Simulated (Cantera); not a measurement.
**Stirred combustor or abatement burner**

A perfectly stirred reactor is fed with 3.29 % CH4, 4.61 % C2H6, 18.9 % O2, 71.2 % N2, 1.98 % CO2, at 110000 Pa; it is adiabatic with a 375 K inlet, and is followed from long to short residence time, starting on the burning branch (τ in s: 0.19, 0.072, 0.027, 0.0099, 0.0037, 0.0014, 0.00051, 0.00019, 7e-05).

Cantera simulation using GRI-Mech 3.0 (53 species, 325 reactions); the numbers are that mechanism's predictions, not measurements.

| τ (s) | T (K) | x CH4 | x C2H6 | x O2 | x HCO | x NO2 | x HCN |
|---|---|---|---|---|---|---|---|
| 0.19 | 2168 | 3.89e-6 | 1.45e-7 | 0.000264 | 3.66e-8 | 9.88e-9 | 1.22e-6 |
| 0.072 | 2158 | 5.45e-6 | 3.43e-7 | 0.000480 | 7.17e-8 | 1.23e-8 | 1.99e-6 |
| 0.027 | 2143 | 7.82e-6 | 7.97e-7 | 0.000887 | 1.53e-7 | 1.45e-8 | 2.93e-6 |
| 0.0099 | 2120 | 1.24e-5 | 1.85e-6 | 0.00160 | 3.54e-7 | 1.58e-8 | 4.04e-6 |
| 0.0037 | 2089 | 2.19e-5 | 4.23e-6 | 0.00270 | 8.37e-7 | 1.55e-8 | 5.30e-6 |
| 0.0014 | 2050 | 4.33e-5 | 9.74e-6 | 0.00424 | 2.02e-6 | 1.37e-8 | 6.99e-6 |
| 0.00051 | 2004 | 0.000102 | 2.47e-5 | 0.00658 | 5.24e-6 | 1.09e-8 | 1.01e-5 |
| 0.00019 | 1947 | 0.000294 | 7.19e-5 | 0.0109 | 1.40e-5 | 8.10e-9 | 1.67e-5 |
| 7.0e-5 | 375 | 0.0329 | 0.0461 | 0.189 | <1e-12 | <1e-12 | <1e-12 |
x: mole fraction; the columns are a selection and need not sum to one.
